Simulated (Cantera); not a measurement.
A perfectly stirred reactor is fed with 0.725 % H₂, 99.3 % O₂, equivalence ratio 0.0037, at 0.0263 atm; it is held at 1400 K, and followed from long to short residence time.

Detailed kinetics in Cantera: GRI-Mech 3.0 (53 species, 325 reactions). Radical loss at walls, strong at low pressure, is not modelled.

Question: Predict: x(H₂) at τ = 3.50 s; x(O₂) at τ = 3.50 s; x(O) at τ = 3.50 s; x(HO₂) at τ = 3.50 s; x(H₂O) at τ = 3.50 s; x(H₂) at τ = 62.0 ms; x(O₂) at τ = 62.0 ms; x(O) at τ = 62.0 ms; x(HO₂) at τ = 62.0 ms; x(H₂O) at τ = 62.0 ms.

Answer: 
- x(H₂) at τ = 3.50 s = 6.79e-6
- x(O₂) at τ = 3.50 s = 0.992
- x(O) at τ = 3.50 s = 0.000719
- x(HO₂) at τ = 3.50 s = 1.67e-7
- x(H₂O) at τ = 3.50 s = 0.00709
- x(H₂) at τ = 62.0 ms = 7.27e-5
- x(O₂) at τ = 62.0 ms = 0.988
- x(O) at τ = 62.0 ms = 0.00465
- x(HO₂) at τ = 62.0 ms = 5.31e-7
- x(H₂O) at τ = 62.0 ms = 0.00669
